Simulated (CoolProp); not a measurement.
Vapour-liquid equilibrium of n-hexane (1) + dimethyl carbonate (2) at 417.5 K; x and y are mole fractions of (1).

Model: multi-fluid Helmholtz-energy mixture model, Thol 2019 and Zhou 2011; pair parameters Bell 2016, in CoolProp.

| x | bubble pressure, mixture model (bar) | bubble pressure, Raoult's law (bar) | y, mixture model | y, Raoult's law |
|---|---|---|---|---|
| 0.05 | 5.092 | 4.517 | 0.164 | 0.075 |
| 0.15 | 6.039 | 4.751 | 0.341 | 0.213 |
| 0.25 | 6.616 | 4.984 | 0.438 | 0.338 |
| 0.35 | 6.982 | 5.218 | 0.504 | 0.452 |
| 0.45 | 7.222 | 5.451 | 0.558 | 0.556 |
| 0.55 | 7.376 | 5.685 | 0.609 | 0.652 |
| 0.65 | 7.451 | 5.918 | 0.664 | 0.740 |
| 0.75 | 7.436 | 6.152 | 0.729 | 0.821 |
| 0.85 | 7.297 | 6.385 | 0.812 | 0.897 |
| 0.95 | 6.982 | 6.619 | 0.925 | 0.967 |

The largest gap from Raoult's law is +33.8 % in bubble pressure, at x = 0.35. y crosses x between x = 0.65 and 0.75: the model has an azeotrope there.

The pair parameters rest on a limited set of measurements; away from them the model extrapolates.
